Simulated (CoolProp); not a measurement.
The fluid at 284 K and 0.452 MPa flows at 12 m/s in a round tube of 10 mm bore and 15 µm roughness, fully developed (64/Re and Nu = 3.66 if laminar; Colebrook and Gnielinski if turbulent). The same conditions are run with several fluids, on thermodynamics alone (safety and materials aside).

Model: reference Helmholtz-energy equation of state of each fluid (R404A: Lemmon 2003; sulfur hexafluoride: Guder 2009; methane: Setzmann 1991; R410A: Lemmon 2003; propylene: Lemmon 2013), in CoolProp. Blends and air are pseudo-pure fits.

| fluid | Reynolds number | Darcy friction factor | pressure drop (Pa/m) | heat-transfer coefficient (W/(m² K)) | mass flow (kg/h) |
|---|---|---|---|---|---|
| R404A | … | 0.0228 | 3380 | 703 | 70.0 |
| sulfur hexafluoride | 244000 | 0.0226 | 4850 | 738 | 101 |
| methane | … | … | 592 | 308 | 10.5 |
| R410A | 146000 | 0.0232 | 2500 | 494 | 50.9 |
| propylene | … | 0.0233 | 1470 | 534 | 29.7 |

Problem. Some entries are withheld; supply them.

Solution. 
- R404A, Reynolds number: 210000
- methane, Reynolds number: 34500
- methane, Darcy friction factor: 0.0265
- propylene, Reynolds number: 129000

Transport values come from each fluid's own correlations; those of propylene are estimates that may be off by 10 % or more.
